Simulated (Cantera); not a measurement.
A Cantera script and its output.

```python
import numpy as np
import cantera as ct

surf = ct.Interface("ptcombust.yaml", "Pt_surf")
gas = surf.adjacent["gas"]
gas.TPX = 300, 35000, {'CH4': 0.031, 'O2': 0.15, 'N2': 0.79}
jet = ct.ImpingingJet(gas=gas, width=0.051, surface=surf)
jet.inlet.mdot, jet.inlet.T, jet.inlet.X = 0.088, 300, {'CH4': 0.031, 'O2': 0.15, 'N2': 0.79}
jet.set_refine_criteria(ratio=10, slope=0.2, curve=0.3)
show, cover = ['CH4', 'O2', 'H2O', 'OH', 'CO', 'CO2'], ["PT(S)", "H(S)", "O(S)", "OH(S)", "CO(S)", "C(S)"]

rows = []
print(f"{'Ts/K':>7s}" + "".join(f"{s:>11s}" for s in show + cover) + "   (gas at the wall, coverages)")
for i, Ts in enumerate([900, 950, 1000, 1050, 1100, 1150]):
    jet.surface.T = Ts
    if i == 0:
        surf.TP = Ts, 35000
        surf.coverages = "PT(S):0.5, O(S):0.5"
        surf.advance_coverages(1.0)
        jet.set_initial_guess(products="inlet")
    jet.solve(loglevel=0, auto=(i == 0))
    rows.append([*(jet.X[gas.species_index(s), -1] for s in show), *surf[cover].coverages])
    print(f"{Ts:7g}" + "".join(f"{x:11.3e}" for x in rows[-1]))
```

Output:

```
   Ts/K        CH4         O2        H2O         OH         CO        CO2      PT(S)       H(S)       O(S)      OH(S)      CO(S)       C(S)   (gas at the wall, coverages)
    900  1.935e-02  1.276e-01  2.350e-02  2.117e-08  6.028e-06  1.546e-02  1.329e-01  7.674e-08  8.651e-01  2.043e-03  1.264e-05  4.497e-08
    950  1.311e-02  1.143e-01  3.502e-02  6.425e-08  5.643e-06  2.311e-02  1.901e-01  2.211e-07  8.075e-01  2.351e-03  9.724e-06  4.652e-08
   1000  8.715e-03  1.050e-01  4.304e-02  1.742e-07  5.041e-06  2.846e-02  2.519e-01  5.046e-07  7.457e-01  2.399e-03  6.708e-06  4.192e-08
   1050  5.979e-03  9.930e-02  4.797e-02  4.189e-07  4.552e-06  3.176e-02  3.152e-01  9.864e-07  6.825e-01  2.293e-03  4.506e-06  3.585e-08
   1100  4.291e-03  9.586e-02  5.091e-02  9.101e-07  4.243e-06  3.371e-02  3.783e-01  1.737e-06  6.196e-01  2.116e-03  3.066e-06  3.037e-08
   1150  2.818e-03  9.348e-02  5.309e-02  1.905e-06  6.418e-06  3.478e-02  4.401e-01  2.853e-06  5.580e-01  1.922e-03  2.140e-06  2.275e-08
```

Detailed kinetics in Cantera: Deutschmann's 1995 Pt surface mechanism with GRI-Mech 3.0 gas chemistry. Catalytic surfaces can have several steady states; this one follows from the mechanism file's or the stated starting coverage.
